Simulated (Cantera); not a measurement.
FeS + H₂S + O₂ (roasting and sulfation)

Input: 1 mol FeS, 0.82 mol H₂S, 2.5 mol O₂, at 900 K.

Method: chemical equilibrium by Gibbs-energy minimisation in Cantera with the NASA 1993 tables (ideal gas, pure condensed phases). Candidate condensed phases: Fe, FeO, Fe(OH)₂, Fe(OH)₃, FeS, FeSO₄, FeS₂, Fe₂O₃, Fe₂(SO₄)₃, Fe₃O₄, H₂O, H₂SO₄, S; 22 gas species. FeS: taken at fixed stoichiometry. Gases not in the tables: S₃ to S₇. The numbers say what is thermodynamically allowed, not how fast it happens.

```json
[
 {"P (Pa)": "1000", "x SO₂": "0.634", "x H₂O": "0.334", "x S₂": "0.0253", "x H₂S": "0.00469", "x S₂O": "0.000981", "n FeS(s)": "0.152", "n Fe₃O₄(s)": "0.283", "n FeS₂(s)": "0"},
 {"P (Pa)": "2600", "x SO₂": "0.638", "x H₂O": "0.334", "x S₂": "0.0210", "x H₂S": "0.00516", "x S₂O": "0.00109", "n FeS(s)": "0.163", "n Fe₃O₄(s)": "0.279", "n FeS₂(s)": "0"},
 {"P (Pa)": "6700", "x SO₂": "0.641", "x H₂O": "0.334", "x S₂": "0.0175", "x H₂S": "0.00567", "x S₂O": "0.00120", "n FeS(s)": "0.172", "n Fe₃O₄(s)": "0.276", "n FeS₂(s)": "0"},
 {"P (Pa)": "17000", "x SO₂": "0.644", "x H₂O": "0.334", "x S₂": "0.0145", "x H₂S": "0.00622", "x S₂O": "0.00132", "n FeS(s)": "0.179", "n Fe₃O₄(s)": "0.274", "n FeS₂(s)": "0"},
 {"P (Pa)": "45000", "x SO₂": "0.646", "x H₂O": "0.334", "x S₂": "0.0120", "x H₂S": "0.00686", "x S₂O": "0.00146", "n FeS(s)": "0.185", "n Fe₃O₄(s)": "0.272", "n FeS₂(s)": "0"},
 {"P (Pa)": "120000", "x SO₂": "0.641", "x H₂O": "0.340", "x S₂": "0.00965", "x H₂S": "0.00761", "x S₂O": "0.00158", "n FeS(s)": "0", "n Fe₃O₄(s)": "0.294", "n FeS₂(s)": "0.119"},
 {"P (Pa)": "300000", "x SO₂": "0.644", "x H₂O": "0.342", "x S₂": "0.00611", "x H₂S": "0.00681", "x S₂O": "0.00142", "n FeS(s)": "0", "n Fe₃O₄(s)": "0.291", "n FeS₂(s)": "0.127"},
 {"P (Pa)": "770000", "x SO₂": "0.646", "x H₂O": "0.343", "x S₂": "0.00382", "x H₂S": "0.00607", "x S₂O": "0.00126", "n FeS(s)": "0", "n Fe₃O₄(s)": "0.289", "n FeS₂(s)": "0.132"},
 {"P (Pa)": "2000000", "x SO₂": "0.647", "x H₂O": "0.344", "x S₂": "0.00237", "x H₂S": "0.00540", "x S₂O": "0.00112", "n FeS(s)": "0", "n Fe₃O₄(s)": "0.288", "n FeS₂(s)": "0.136"}
]
```
x: gas mole fraction; n: condensed amount in mol.

From 10.0 mbar to 0.450 bar the condensed part is FeS(s) + Fe₃O₄(s). From 1.20 bar to 20.0 bar the condensed part is FeS₂(s) + Fe₃O₄(s).
